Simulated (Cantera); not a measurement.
Predominance diagram of Ba at 1200 K against the partial pressures of O2 and H2O (log10, bar). Cantera with NASA thermochemical tables; ideal gases at 1 bar, condensed phases pure. Candidates: Ba(l), BaO(s), Ba(OH)2(l). Only these pure phases compete in this equilibrium. Not in the tables: the peroxide.

```
log p(H2O) \ log p(O2)
        columns: -13, -12.3, -11.6, -10.8, -10.1, -9.4, -8.7, -7.9, -7.2, -6.5, -5.8, -5.1, -4.3, -3.6, -2.9, -2.2, -1.4, -0.7, 0
      1  A A A A A A A A A A A A A A A A A A A
     -1  B B B B B B B B B B B B B B B B B B B
     -3  B B B B B B B B B B B B B B B B B B B
     -5  B B B B B B B B B B B B B B B B B B B
     -7  B B B B B B B B B B B B B B B B B B B
     -9  B B B B B B B B B B B B B B B B B B B
    -11  B B B B B B B B B B B B B B B B B B B
    -13  B B B B B B B B B B B B B B B B B B B
    -15  B B B B B B B B B B B B B B B B B B B
```

A: Ba(OH)2(l); B: BaO(s).
